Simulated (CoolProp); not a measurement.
Model: reference Helmholtz-energy equation of state, Setzmann 1991, in CoolProp.

For methane, give the phase and the density (kg/m³), cp (kJ/(kg K)), cv (kJ/(kg K)), fugacity coefficient at -104.55 °C and 1.9 MPa; -83.25 °C and 1.9 MPa; 1.75 °C and 1.9 MPa.


- -104.55 °C and 1.9 MPa: gas; density 28.9, cp 3.38, cv 1.81, fugacity coefficient 0.804
- -83.25 °C and 1.9 MPa: gas; density 22.9, cp 2.68, cv 1.68, fugacity coefficient 0.863
- 1.75 °C and 1.9 MPa: gas; density 13.9, cp 2.33, cv 1.68, fugacity coefficient 0.957
